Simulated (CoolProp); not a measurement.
A closed Brayton cycle with nitrogen: compressor inlet 327.15 K and 2.2 MPa, high pressure 6.96 MPa, turbine inlet 880 K, compressor efficiency 0.85, turbine efficiency 0.93, recuperator effectiveness 0.9 (on enthalpy, no pinch check). Each further row changes one setting.

Model: reference Helmholtz-energy equation of state, Span 2000, in CoolProp.

```
case                           thermal efficiency (%)  net work (kJ/kg)  compressor to turbine work  compressor exit (K)  turbine exit (K)
-----------------------------  ----------------------  ----------------  --------------------------  -------------------  ----------------
as stated                                        32.6              87.1                        0.64                477.7             663.4
turbine inlet 830 K                              29.3              72.9                        0.68                477.7             624.0
compressor inlet 337.15 K                        31.0              82.1                        0.67                492.0             663.4
high pressure 5.92 MPa                           34.0              82.5                        0.62                453.5             690.6
recuperator effectiveness 0.5                    25.1              87.1                        0.64                477.7             663.4
```
